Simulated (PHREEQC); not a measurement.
A solution holds 0.98 mol KOH, 0.012 mol H3BO3 and 0.024 mol MgCl2 per kg of water, at 85 °C and 50 atm. It is in equilibrium with CO2 at log p = -3.5 (atm). Otherwise closed; pH follows from the charge balance.

The numbers come from PHREEQC with the Pitzer model, pitzer.dat.

Q: The ionic strength comes out as 1.45 mol/kgw. What activity coefficients do K+, HCO3-, OH-, MgB(OH)4+, MgOH+ get?

A: K+ 0.54, HCO3- 0.59, OH- 0.72, MgB(OH)4+ 0.31, MgOH+ 0.31. Single-ion values are on the MacInnes scale.

This is a speciation only: nothing precipitates in the calculation. The solution is supersaturated, for example in Magnesite (slow to form), so a real one may precipitate; this is no full list. Complexes and solids missing from the database can't appear. In brines, pH and single-ion activities rest on the MacInnes convention. Under pressure, the constants of complexes without a molar volume in the database are unreliable. Constants without temperature data keep their 25 °C values here.
